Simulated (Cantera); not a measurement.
## Gas-phase reforming

A perfectly stirred reactor is fed with 62.9 % CH4, 37.1 % H2O, at 1880 Torr; it is held at 1400 K, and followed from long to short residence time.

Cantera simulation using GRI-Mech 3.0 (53 species, 325 reactions); the numbers are that mechanism's predictions, not measurements. GRI-Mech 3.0 stops at C3 and has no aromatics, soot or wall deposition, so with more carbon than oxygen in the feed, carbon stays in small species such as C2H2 where larger ones or solid carbon would form.

```json
[
 {"τ (s)": "0.93", "x CH4": "0.453", "x H2O": "0.333", "x CO": "0.00150", "x O2": "<1e-12", "x CH3": "3.69e-5"},
 {"τ (s)": "0.41", "x CH4": "0.524", "x H2O": "0.349", "x CO": "0.000506", "x O2": "<1e-12", "x CH3": "4.30e-5"},
 {"τ (s)": "0.18", "x CH4": "0.574", "x H2O": "0.360", "x CO": "0.000151", "x O2": "<1e-12", "x CH3": "4.91e-5"},
 {"τ (s)": "0.080", "x CH4": "0.603", "x H2O": "0.367", "x CO": "4.25e-5", "x O2": "<1e-12", "x CH3": "5.26e-5"},
 {"τ (s)": "0.036", "x CH4": "0.618", "x H2O": "0.369", "x CO": "1.21e-5", "x O2": "<1e-12", "x CH3": "5.24e-5"},
 {"τ (s)": "0.016", "x CH4": "0.624", "x H2O": "0.371", "x CO": "2.97e-6", "x O2": "<1e-12", "x CH3": "4.83e-5"},
 {"τ (s)": "0.0070", "x CH4": "0.627", "x H2O": "0.371", "x CO": "5.21e-7", "x O2": "<1e-12", "x CH3": "4.17e-5"},
 {"τ (s)": "0.0031", "x CH4": "0.628", "x H2O": "0.371", "x CO": "7.35e-8", "x O2": "<1e-12", "x CH3": "3.55e-5"},
 {"τ (s)": "0.0014", "x CH4": "0.629", "x H2O": "0.371", "x CO": "1.03e-8", "x O2": "<1e-12", "x CH3": "3.10e-5"},
 {"τ (s)": "0.00060", "x CH4": "0.629", "x H2O": "0.371", "x CO": "1.27e-9", "x O2": "<1e-12", "x CH3": "2.71e-5"}
]
```
x: mole fraction; the columns are a selection and need not sum to one.
